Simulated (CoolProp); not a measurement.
CHF3 (R23) at several states: Z from the reference equation and from simpler models built on Tc = 299.3 K, pc = 4.832 MPa, ω = 0.263; each cubic takes its own stable root.

Model: reference Helmholtz-energy equation of state, Penoncello 2003, in CoolProp.

```tsv
T (K)	p (MPa)	phase	reference
127.4	0.0553	liquid	0.002187
164.5	0.0183	liquid	0.0006070
344.8	28.5	supercritical	0.7205
393.1	1.16	gas	0.9672
369	0.0258	gas	0.9991
432.8	0.785	gas	0.9850
```

Problem. How far does each simpler model (van der Waals, Redlich-Kwong, Soave-Redlich-Kwong, Peng-Robinson) lie from the reference over these 6 states: mean and median of the absolute difference, and the worst?

Solution. 
- van der Waals: mean 27339.4 %, median 18.1 %, worst +163919.8 % at 164.5 K and 0.0183 MPa
- Redlich-Kwong: mean 27262.4 %, median 6.1 %, worst +163540.9 % at 164.5 K and 0.0183 MPa
- Soave-Redlich-Kwong: mean 8.9 %, median 8.1 %, worst +19.3 % at 127.4 K and 0.0553 MPa
- Peng-Robinson: mean 2.7 %, median 2.2 %, worst +6.3 % at 127.4 K and 0.0553 MPa

At some of these states van der Waals, Redlich-Kwong gives the other phase, because its saturation line lies elsewhere.
